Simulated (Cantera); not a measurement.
Feed: 1 mol CaO, 32 mol HBr, 0.5 mol N₂, at 1600 K.

Equilibrium computed with Cantera from the NASA thermochemical tables; the gas is ideal and each condensed phase is pure. Candidate condensed phases: Br₂, Ca, CaBr₂, CaO, Ca(OH)₂, H₂O; 34 gas species. Equilibrium is a limit: real reactors are often held back by kinetics, nucleation or transport.

x: gas mole fraction; n: condensed amount in mol.

```
P (Pa)  x HBr    x Br    x H₂   x H₂O  x CaBr₂    x N₂  n CaBr₂(l)
------  -----  ------  ------  ------  -------  ------  ----------
1       0.200   0.492   0.242  0.0230   0.0231  0.0115           0
5.20      ___     ___     ___  0.0245   0.0246  0.0123           0
27      0.489   0.297   0.148  0.0262   0.0262  0.0131           0
140     0.627   0.202   0.101  0.0276   0.0277  0.0138           0
720       ___     ___     ___  0.0288   0.0288  0.0144           0
3700    0.805  0.0795  0.0407  0.0295   0.0295  0.0148           0
19000   0.851  0.0471  0.0253  0.0300   0.0300  0.0150           0
100000  0.883  0.0266  0.0162  0.0305   0.0250  0.0153       0.181
```

Problem. Complete the blanks.

Solution. 
- 720, x HBr: 0.733
- 720, x Br: 0.130
- 720, x H₂: 0.0652
- 5.20, x HBr: 0.336
- 5.20, x Br: 0.401
- 5.20, x H₂: 0.199
